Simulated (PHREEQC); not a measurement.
A solution holds 0.0045 mol/kgw HCl, 5.8e-05 mol/kgw CaCl2 and 0.031 mol/kgw MnSO4, at 75 °C. Closed to the air; pH follows from the charge balance.

Computed with PHREEQC (ion-association model, wateq4f.dat).

Task: The ionic strength comes out as 0.0644 mol/kgw. What activity coefficients do H+, HSO4-, Cl-, Ca+2, Mn+2 get?

Result: H+ 0.83, HSO4- 0.79, Cl- 0.78, Ca+2 0.41, Mn+2 0.42.

Precipitation was switched off in this run. Constants without temperature data keep their 25 °C values here.
